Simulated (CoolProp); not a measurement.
Properties of sulfur hexafluoride along the isobar 0.101 MPa.

The numbers come from the reference Helmholtz-energy equation of state, Guder 2009 in CoolProp.

```tsv
T (°C)	phase	Joule-Thomson coefficient (K/MPa)	conductivity (mW/(m K))	Prandtl number
-19.95	gas	15.27	9.68	…
21.35	gas	…	…	0.785
62.65	gas	6.726	…	0.774
104.05	gas	4.963	…	0.767
145.35	gas	3.815	21.9	0.763
186.75	gas	3.016	…	0.760
228.05	gas	…	27.7	0.758
269.35	gas	2.001	30.5	0.756
```

Some entries are withheld; supply them.


- -19.95, Prandtl number: 0.805
- 21.35, Joule-Thomson coefficient (K/MPa): 9.668
- 21.35, conductivity (mW/(m K)): 12.7
- 62.65, conductivity (mW/(m K)): 15.8
- 104.05, conductivity (mW/(m K)): 18.9
- 186.75, conductivity (mW/(m K)): 24.9
- 228.05, Joule-Thomson coefficient (K/MPa): 2.437

Viscosity comes from a separate model (Quiñones-Cisneros 2012). Thermal conductivity comes from a separate model (Assael 2012).
